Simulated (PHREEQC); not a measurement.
Dissolve 40 mmol/kgw H2SO4, 160 mmol/kgw MnSO4 and 150 mmol/kgw NiSO4 at 25 °C. Closed to the air; pH follows from the charge balance.

Computed with PHREEQC (ion-association model, wateq4f.dat).

No solid was allowed to form.

### Question
Predict the pH.

### Answer
pH 1.80.

### Question
In which forms is S present?

### Answer
SO4-2 37 %, NiSO4 24 %, MnSO4 22 %, HSO4- 17 % of the S.
